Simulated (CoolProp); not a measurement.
Vapour pressure (MPa) of the fluoroketone C6F12O (FK-5-1-12): the reference equation beside estimates from Tc = 441.8 K, pc = 1.869 MPa, ω = 0.471. Clausius-Clapeyron is anchored at 338.4 K with a constant enthalpy of vaporisation of 26.21 kJ/mol.

Computed with CoolProp (reference Helmholtz-energy equation of state, McLinden 2015).

```tsv
T (K)	reference	Lee-Kesler	Clausius-Clapeyron	Redlich-Kwong	Soave-Redlich-Kwong
338.4	0.1721	0.1722	0.1721	0.3345	0.1727
340.6	0.1841	0.1842	0.1828	0.3511	0.1849
342.7	0.1961	0.1963	0.1934	0.3675	0.1970
344.9	0.2093	0.2095	0.2051	0.3852	0.2104
347	0.2226	0.2227	0.2168	0.4027	0.2238
349.2	0.2371	0.2373	0.2296	0.4215	0.2386
351.4	0.2524	0.2526	0.2429	0.4410	0.2541
353.5	0.2677	0.2678	0.2562	0.4601	0.2696
355.7	0.2845	0.2846	0.2707	0.4808	0.2866
357.9	0.3020	0.3021	0.2859	0.5021	0.3045
360	0.3195	0.3196	0.3009	0.5230	0.3223
362.2	0.3387	0.3387	0.3174	0.5456	0.3417
364.4	0.3587	0.3586	0.3345	0.5688	0.3621
366.5	0.3786	0.3785	0.3515	0.5916	0.3824
368.7	0.4004	0.4002	0.3700	0.6161	0.4046
```

Absolute difference from the reference over all 15 rows, mean and median: Lee-Kesler 0.1 and 0.0 %, Clausius-Clapeyron 4.1 and 4.3 %, Redlich-Kwong 72.7 and 71.9 %, Soave-Redlich-Kwong 0.7 and 0.7 %.
